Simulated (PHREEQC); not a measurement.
Nickel, zinc or cadmium bath: speciation

Make-up at 25 °C: 0.00031 mol/kgw ZnSO4, 0.013 mol/kgw NaOH and 5.2e-05 mol/kgw HCl. Closed to the air; pH follows from the charge balance.

All values are PHREEQC results (ion-association model, phreeqc.dat), not measurements.

This is a speciation only: nothing precipitates in the calculation.

Q: Predict the pH, specific conductance.

A: pH 12.02; specific conductance 2840 µS/cm.

Q: In which forms is S present?

A: SO4-2 96 %, NaSO4- 3.9 % of the S.

Examples of supersaturated solids here: Zn(OH)2(e). Others may be too. Complexes and solids missing from the database can't appear.
